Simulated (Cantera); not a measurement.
Feed: 1 mol Cu2O, 4.4 mol C, 1.7 mol N2, equilibrated at 7.50 Torr.

Cantera equilibrium calculation (NASA polynomials, part measured and part estimated; ideal gas, pure solids and liquids). Candidate condensed phases: C, Cu, CuO, Cu2O; 27 gas species. Equilibrium is a limit: real reactors are often held back by kinetics, nucleation or transport.

x: gas mole fraction; n: condensed amount in mol.

```csv
T (°C),x N2,x Cu,x CO,x CN,n C(graphite),n Cu(l)
1550,0.585,0.0704,0.344,?,3.40,1.79
1650,0.501,0.204,0.294,?,3.40,1.30
1750,0.362,0.423,0.213,?,3.40,0
1850,0.362,0.424,0.213,?,3.40,0
1950,0.362,0.425,0.213,?,3.40,0
2050,0.362,0.425,0.213,?,3.40,0
2150,0.362,0.425,0.213,?,3.40,0
2250,0.361,0.425,0.213,?,3.40,0
2350,0.360,0.425,0.213,?,3.39,0
```

Task: What belongs in the gaps?

Result: 
- 1550, x CN: 3.41e-7
- 1650, x CN: 1.40e-6
- 1750, x CN: 4.57e-6
- 1850, x CN: 1.54e-5
- 1950, x CN: 4.64e-5
- 2050, x CN: 0.000127
- 2150, x CN: 0.000320
- 2250, x CN: 0.000748
- 2350, x CN: 0.00164
